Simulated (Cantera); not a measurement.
What does this Cantera script print?

```python
import numpy as np
import cantera as ct

gas_names = """
    C CO CO2 C2 C2O C3 C3O2 C4 C5 Fe FeC5O5 FeO O O2 O3
""".split()
cond_names = """
    C(gr) Fe(a) Fe(c) Fe(d) Fe(L) FeC5O5(L) FeO(s) FeO(L) Fe2O3(s) Fe3O4(s)
""".split()


# ... load() reads the species with a 1 bar reference pressure and builds the phases ...
atoms = {
    'Fe2O3': {'Fe': 2, 'O': 3},
    'C': {'C': 1},
    'CO': {'C': 1, 'O': 1},
}
top_T = {'C(gr)': 4500, 'Fe2O3(s)': 1830, 'Fe3O4(s)': 1870}  # K; cautious upper limits of use, not melting points


# ... equilibrate(T, P, feed) seeds the gas with the atoms and calls Mixture.equilibrate('TP', solver="vcs", rtol=1e-11, max_steps=5000) ...
results = []
feed = {'Fe2O3': 1, 'C': 2.9, 'CO': 0.96}  # mol
P = 12000  # Pa
for T in [1050, 1150, 1250, 1350, 1450, 1550, 1650, 1750, 1850, 1950, 2050, 2150, 2250, 2350]:
    mix = equilibrate(T, P, feed)
    results.append((T, P, feed, dict(zip(mix.species_names, mix.species_moles))))

top = {s: max(r[3][s] / sum(r[3][g] for g in gas_names) for r in results) for s in gas_names}
cols = sorted((s for s in top if top[s] > 0.0001), key=lambda s: -top[s])[:5]
seen = [c for c in cond_names if any(r[3].get(c, 0) > 1e-12 for r in results)]
print("log10 of partial pressures in bar; condensed amounts in mol")
print(f"{'T/K':>10s}" + "".join(f"{s[:9]:>10s}" for s in cols + seen))
for T, P, feed, n in results:
    ng = sum(n[g] for g in gas_names)
    print(f"{T:10.4g}" + "".join(f"{np.log10(max(n[s] / ng * P / 1e5, 1e-99)):10.3f}" for s in cols)
          + "".join(f"{n.get(c, 0):10.4g}" for c in seen))
```

It prints:

```
log10 of partial pressures in bar; condensed amounts in mol
       T/K        CO        Fe       CO2       FeO     Fe(a)     Fe(c)     Fe(d)     Fe(L)
      1050    -0.932   -12.815    -2.507   -18.058         2         0         0         0
      1150    -0.932   -11.066    -2.507   -15.817         2         0         0         0
      1250    -0.932    -9.606    -2.507   -13.946         0         2         0         0
      1350    -0.932    -8.367    -2.507   -12.359         0         2         0         0
      1450    -0.932    -7.302    -2.507   -10.997         0         2         0         0
      1550    -0.932    -6.378    -2.507    -9.815         0         2         0         0
      1650    -0.932    -5.568    -2.507    -8.781         0         2         0         0
      1750    -0.932    -4.856    -2.507    -7.872         0         0         2         0
      1850    -0.932    -4.233    -2.508    -7.074         0         0         0     1.998
      1950    -0.933    -3.689    -2.508    -6.374         0         0         0     1.993
      2050    -0.935    -3.201    -2.510    -5.747         0         0         0      1.98
      2150    -0.939    -2.761    -2.515    -5.183         0         0         0     1.943
      2250    -0.948    -2.362    -2.527    -4.674         0         0         0     1.854
      2350    -0.970    -2.000    -2.555    -4.217         0         0         0     1.647
```

These are equilibrium values from Cantera (NASA tables, ideal gas, pure condensed phases), not measurements of a reactor.
